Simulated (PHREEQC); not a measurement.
Make-up at 25 °C: 0.0069 mol/kgw HNO3, 0.00083 mol/kgw H4SiO4 and 0.0031 mol/kgw CuSO4. Closed to the air; pH follows from the charge balance.

The numbers come from PHREEQC with the ion-association model, wateq4f.dat.

Q: The ionic strength comes out as 0.0162 mol/kgw. What activity coefficients do SO4-2, NO3-, HSO4-, Cu+2, H+ get?

A: SO4-2 0.61, NO3- 0.87, HSO4- 0.88, Cu+2 0.62, H+ 0.90.

This is a speciation only: nothing precipitates in the calculation. Saturation is exceeded, for instance for Quartz (slow to form), Chalcedony (slow to form); the values hold only as long as no solid forms.
